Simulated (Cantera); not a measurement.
An isothermal, constant-pressure homogeneous reactor starts with N₂O = 1 (molar parts), at 1150 K and 1.00 bar. Integrator tolerance rtol = 1e-08.

Computed with Cantera and GRI-Mech 3.0 (53 species, 325 reactions). GRI-Mech 3.0 was tuned for natural gas; its chemistry of N2O as a main component is partial and can be far from experiment. The mechanism lacks the step 2 NO + O2 → 2 NO2, which can matter for NO2 below about 1400 K. The temperature is held fixed by assumption; the heat of reaction is taken as removed at once.

**Question.** What does this change do: 0.021 parts H2O added?

**Answer.** 
```json
[
 {"quantity": "x(N₂O) at 7.00 s", "before": "0.211 (gas-phase equilibrium 1.02e-8)", "after": "0.182 (gas-phase equilibrium 9.97e-9)"},
 {"quantity": "x(NO₂) at 7.00 s", "before": "0.000466 (gas-phase equilibrium 4.17e-6)", "after": "0.000569 (gas-phase equilibrium 4.09e-6)"},
 {"quantity": "x(NO) at 7.00 s", "before": "0.0371 (gas-phase equilibrium 0.000153)", "after": "0.0324 (gas-phase equilibrium 0.000151)"},
 {"quantity": "x(N₂) at 7.00 s", "before": "0.507 (gas-phase equilibrium 0.667)", "after": "0.519 (gas-phase equilibrium 0.657)"},
 {"quantity": "x(O₂) at 7.00 s", "before": "0.244 (gas-phase equilibrium 0.333)", "after": "0.251 (gas-phase equilibrium 0.329)"}
]
```
